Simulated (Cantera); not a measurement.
A diamond (100) surface in a fixed gas of H2 with x(CH4) = 0.0023, x(CH3) = 3.1e-05, at 1200 K, 135 Torr; coverages are run to steady state.

Cantera simulation using the Harris–Goodwin 1993 mechanism for the reconstructed diamond (100) surface; the numbers are that mechanism's predictions, not measurements.

One state of this run: growth (µm/h) = 5.50; θ c6HH = 0.437; θ c6H* = 0.0396; θ c6*H = 0.491; θ c6** = 0.0313; θ c6HM = 0.000248. θ: site fractions in the mechanism's names (c6HH fully hydrogenated, c6H* and c6*H radical sites, c6** diradical, c6HM methylated).

Q: Which value of x(H) does it belong to?
A. 0.00084
B. 0.029
C. 0.00041
D. 0.0001

A: B, 0.029
